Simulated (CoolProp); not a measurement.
The fluid at 298.15 K and 0.267 MPa is compressed adiabatically to 0.927 MPa with isentropic efficiency 0.8. The same conditions are run with several fluids, on thermodynamics alone (safety and materials aside).

The numbers come from the reference Helmholtz-energy equation of state of each fluid (isobutane: Bücker 2006; normal hydrogen: Leachman 2009; R115: Lemmon 2016; dimethyl ether: Wu 2011; fluoroethane (R161): Wu 2012) in CoolProp.

```json
[
 {"fluid": "isobutane", "work (kJ/kg)": "61.9", "final temperature (K)": "343.6", "final density (kg/m³)": "22.9"},
 {"fluid": "normal hydrogen", "work (kJ/kg)": "2310", "final temperature (K)": "(withheld)", "final density (kg/m³)": "0.489"},
 {"fluid": "R115", "work (kJ/kg)": "24.0", "final temperature (K)": "(withheld)", "final density (kg/m³)": "58.4"},
 {"fluid": "dimethyl ether", "work (kJ/kg)": "84.3", "final temperature (K)": "360.5", "final density (kg/m³)": "15.7"},
 {"fluid": "fluoroethane (R161)", "work (kJ/kg)": "82.5", "final temperature (K)": "366.1", "final density (kg/m³)": "(withheld)"}
]
```

Q: Complete the blanks.

A: 
- normal hydrogen, final temperature (K): 457.4
- R115, final temperature (K): 337.4
- fluoroethane (R161), final density (kg/m³): 15.8
